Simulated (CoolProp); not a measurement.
Vapour-liquid equilibrium of ethylbenzene (1) + m-xylene (2) at 279.7 K; x and y are mole fractions of (1).

Values from CoolProp's multi-fluid Helmholtz-energy mixture model, Zhou 2012 and Zhou 2012; pair parameters Bell 2016.

| x | bubble pressure (MPa) | y at the bubble point | dew pressure at overall composition x (MPa) | liquid density (mol/L) |
|---|---|---|---|---|
| 0.05 | 0.0003567 | 0.059 | 0.0003561 | 8.248 |
| 0.2 | 0.0003669 | 0.229 | 0.0003652 | 8.249 |
| 0.35 | 0.0003764 | 0.387 | 0.0003742 | 8.252 |
| 0.5 | 0.0003851 | 0.537 | 0.0003830 | 8.255 |
| 0.65 | 0.0003931 | 0.680 | 0.0003915 | 8.260 |
| 0.8 | 0.0004004 | 0.819 | 0.0003994 | 8.266 |
| 0.95 | 0.0004069 | 0.955 | 0.0004067 | 8.273 |

No azeotrope shows between x = 0.05 and 0.95.

Pair parameters are fitted to limited data, so mixtures are less certain than the pure fluids.
